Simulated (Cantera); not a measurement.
Feed: 1 mol SiH2Cl2, 0.42 mol C3H8, 230 mol H2, held at 40000 Pa.

Method: chemical equilibrium by Gibbs-energy minimisation in Cantera with the NASA 1993 tables (ideal gas, pure condensed phases). Candidate condensed phases: C, C6H6, C7H8, C8H18, Si, SiC; 109 gas species. Gases not in the tables: Si2H6 and higher silanes. The numbers say what is thermodynamically allowed, not how fast it happens.

Question: What share of the Si ends up in condensed phases as a function of T (K), at 1798, 1848, 1898, 1948, 1998, 2048, 2098, 2148, 2198, 2248, 2298?

Answer: 
```json
[
 {"T (K)": "1798", "Si condensed (%)": "99.8", "as": "SiC(s)"},
 {"T (K)": "1848", "Si condensed (%)": "99.8", "as": "SiC(s)"},
 {"T (K)": "1898", "Si condensed (%)": "99.7", "as": "SiC(s)"},
 {"T (K)": "1948", "Si condensed (%)": "99.6", "as": "SiC(s)"},
 {"T (K)": "1998", "Si condensed (%)": "99.3", "as": "SiC(s)"},
 {"T (K)": "2048", "Si condensed (%)": "98.7", "as": "SiC(s)"},
 {"T (K)": "2098", "Si condensed (%)": "97.6", "as": "SiC(s)"},
 {"T (K)": "2148", "Si condensed (%)": "95.4", "as": "SiC(s)"},
 {"T (K)": "2198", "Si condensed (%)": "91.5", "as": "SiC(s)"},
 {"T (K)": "2248", "Si condensed (%)": "84.7", "as": "SiC(s)"},
 {"T (K)": "2298", "Si condensed (%)": "73.3", "as": "SiC(s)"}
]
```
